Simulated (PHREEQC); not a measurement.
Solution (85 °C): 4.5 mmol/kgw NH3 and 19 mmol/kgw Na2SiO3. Closed to the air; pH follows from the charge balance.

The numbers come from PHREEQC with the ion-association model, wateq4f.dat.

This is a speciation only: nothing precipitates in the calculation.

### Question
Predict the pH, ionic strength.

### Answer
pH 10.68; ionic strength 0.0395 mol/kgw.

### Question
In which forms is Si present?

### Answer
H3SiO4- 90 %, H2SiO4-2 8.0 %, H4SiO4 2.4 % of the Si.

At this temperature some constants are extrapolated from 25 °C, and those without enthalpy data are left unchanged.
